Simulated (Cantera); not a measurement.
Feed: 1 mol CuO, 12 mol H2, 8.2 mol H2O, held at 0.133 bar.

Cantera equilibrium calculation (NASA polynomials, part measured and part estimated; ideal gas, pure solids and liquids). Candidate condensed phases: Cu, CuO, Cu(OH)2, Cu2O, H2O; 12 gas species. Kinetics and transport are ignored. All values below are at 1175 °C.

Base state: H2 0.545, H2O 0.455, Cu 2.49e-5, H 1.86e-5 (mole fractions); condensed: Cu(l).

Problem. What changes in the equilibrium state with this change: pressure from 0.133 bar to 22.0 Pa?

Solution. 
```csv
species,before,after
H2,0.545,0.536
H2O,0.455,0.448
Cu,2.49e-5,0.0151
H,1.86e-5,0.000455
"Cu(l), mol",0.999,0.691
```
